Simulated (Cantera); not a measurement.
Feed: 1 mol FeS₂, 6.3 mol H₂, 11 mol N₂, at 1100 °C and 7.50 Torr.

These are equilibrium values from Cantera (NASA tables, ideal gas, pure condensed phases), not measurements of a reactor. Candidate condensed phases: Fe, FeS, FeS₂, S; 16 gas species. FeS: taken at fixed stoichiometry. Kinetics and transport are ignored.

Base state: N₂ 0.627, H₂ 0.331, H₂S 0.0280, S₂ 0.0142, SH 0.000639, H 1.91e-5 (mole fractions); condensed: FeS(s).

Q: What changes in the equilibrium state with this change: FeS₂ replaced by SiO₂?

A: 
```
species                before    after
-------------------  --------  -------
N₂                      0.627    0.636
H₂                      0.331    0.364
H₂O                         0  3.87e-5
H₂S                    0.0280        0
S₂                     0.0142        0
SiO                         0  2.89e-5
SH                   0.000639        0
H                     1.91e-5  2.01e-5
FeS(s), mol             1.000        0
SiO₂(β-quartz), mol         0    0.999
Si₂N₂O(s), mol              0  5.63e-5
```
N₂ is the only nitrogen source here; it is nearly inert below about 1500 K, so the nitride shown seldom forms there in practice. Mutual solubility and eutectic melting of coexisting phases are not modelled. The tables hold silica as quartz up to 1696 K and as liquid above; real silica turns to tridymite and cristobalite and melts near 1996 K. Further candidate phases: H₂O, Si, SiO₂, Si₂N₂O, Si₃N₄.
